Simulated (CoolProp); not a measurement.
A single-stage vapour-compression cycle with n-perfluoropentane: evaporating at 260.15 K (dew point), condensing at 292.15 K (bubble point), superheat 8 K, subcooling 2 K, compressor efficiency 0.65, no pressure losses. Each further row changes one setting.

The numbers come from the reference Helmholtz-energy equation of state, Gao 2022 in CoolProp.

| case | cooling COP | pressure ratio | discharge temperature (K) | refrigerating effect (kJ/kg) | volumetric capacity (kJ/m³) |
|---|---|---|---|---|---|
| as stated | 4.47 | 4.36 | 292.1 | 78.0 | 160 |
| evaporating temperature 265.15 K | 5.60 | [?] | 292.9 | 81.7 | [?] |
| condensing temperature 287.15 K | [?] | 3.56 | [?] | 83.1 | 170 |
| subcooling 7 K | 4.76 | 4.36 | 292.1 | 83.1 | 170 |
| superheat 18 K | 4.68 | 4.36 | [?] | 85.7 | 169 |
| compressor efficiency 0.55 | [?] | 4.36 | [?] | 78.0 | 160 |

Question: Fill in the missing entries.

Answer: 
- evaporating temperature 265.15 K, pressure ratio: 3.36
- evaporating temperature 265.15 K, volumetric capacity (kJ/m³): 214
- condensing temperature 287.15 K, cooling COP: 5.51
- condensing temperature 287.15 K, discharge temperature (K): 288.6
- superheat 18 K, discharge temperature (K): 302.3
- compressor efficiency 0.55, cooling COP: 3.78
- compressor efficiency 0.55, discharge temperature (K): 295.8

The compression ends wet for: as stated; subcooling 7 K.
